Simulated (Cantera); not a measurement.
A Cantera script and its output.

```python
import numpy as np
import cantera as ct

gas = ct.Solution("gri30.yaml")
gas.TPX = 1498, 100000, {'CH4': 1, 'O2': 1.82, 'N2': 6.84}
reactor = ct.IdealGasReactor(gas, energy="on", clone=False)
net = ct.ReactorNet([reactor])
net.rtol, net.atol = 1e-08, 1e-16
show = ['CH4', 'O2', 'CH2O', 'C2H', 'CH2CO', 'NO2', 'O']
times = np.geomspace(8e-06, 0.3, 14)

steps = ct.SolutionArray(gas, extra=["t"])
rows = []
print(f"{'t/s':>10s}{'T/K':>9s}{'P/Pa':>11s}" + "".join(f"{s:>11s}" for s in show))
for t in times:
    while net.time < t:
        t_next = net.step()
        steps.append(gas.state, t=t_next)
    rows.append([np.interp(t, steps.t, y) for y in (steps.T, steps.P, *steps(*show).X.T)])
    print(f"{t:10.3e}{rows[-1][0]:9.1f}{rows[-1][1]:11.4g}" + "".join(f"{x:11.3e}" for x in rows[-1][2:]))
rate = np.gradient(steps.T, steps.t)
print("integrator steps:", len(steps.t))
if steps.T.max() > steps.T[0] + 200:
    print(f"time of steepest temperature rise: {steps.t[rate.argmax()]:.4e} s")
gas.TPX = 1498, 100000, {'CH4': 1, 'O2': 1.82, 'N2': 6.84}
gas.equilibrate("UV")
print(f"equilibrium (UV): T = {gas.T:.1f} K  " + "  ".join(f"{s} {gas[s].X[0]:.3e}" for s in show))
```

It prints:

```
       t/s      T/K       P/Pa        CH4         O2       CH2O        C2H      CH2CO        NO2          O
 8.000e-06   1498.0      1e+05  1.035e-01  1.884e-01  2.866e-08  4.844e-25  7.229e-18  1.091e-20  4.813e-09
 1.799e-05   1498.0      1e+05  1.035e-01  1.884e-01  1.594e-07  3.041e-23  4.568e-16  1.522e-19  6.665e-09
 4.044e-05   1498.0      1e+05  1.035e-01  1.884e-01  9.468e-07  2.290e-21  3.339e-14  2.249e-18  1.183e-08
 9.092e-05   1497.9      1e+05  1.035e-01  1.884e-01  6.384e-06  2.449e-19  3.490e-12  3.764e-17  2.876e-08
 2.044e-04   1498.1      1e+05  1.034e-01  1.883e-01  4.788e-05  4.231e-17  5.594e-10  6.579e-16  8.969e-08
 4.596e-04   1500.7  1.002e+05  1.026e-01  1.879e-01  3.302e-04  1.053e-14  8.902e-08  1.553e-14  2.873e-07
 1.033e-03   1554.3   1.04e+05  9.285e-02  1.809e-01  2.546e-03  4.084e-11  2.936e-05  2.224e-12  3.204e-06
 2.323e-03   2921.9  2.082e+05  2.659e-14  1.460e-02  1.384e-09  5.687e-18  3.914e-16  2.393e-06  7.244e-03
 5.223e-03   2921.6  2.082e+05  2.666e-14  1.455e-02  1.386e-09  5.688e-18  3.919e-16  2.426e-06  7.224e-03
 1.174e-02   2921.6  2.082e+05  2.666e-14  1.455e-02  1.386e-09  5.688e-18  3.919e-16  2.426e-06  7.224e-03
 2.640e-02   2921.6  2.082e+05  2.666e-14  1.455e-02  1.386e-09  5.688e-18  3.919e-16  2.426e-06  7.224e-03
 5.935e-02   2921.6  2.082e+05  2.666e-14  1.455e-02  1.386e-09  5.688e-18  3.919e-16  2.426e-06  7.224e-03
 1.334e-01   2921.6  2.082e+05  2.666e-14  1.455e-02  1.386e-09  5.688e-18  3.919e-16  2.426e-06  7.224e-03
 3.000e-01   2921.6  2.082e+05  2.666e-14  1.455e-02  1.386e-09  5.688e-18  3.919e-16  2.426e-06  7.224e-03
integrator steps: 1918
time of steepest temperature rise: 1.1811e-03 s
equilibrium (UV): T = 2921.6 K  CH4 3.428e-14  O2 1.455e-02  CH2O 1.386e-09  C2H 5.989e-18  CH2CO 4.214e-16  NO2 2.426e-06  O 7.224e-03
```

Detailed kinetics in Cantera: GRI-Mech 3.0 (53 species, 325 reactions).
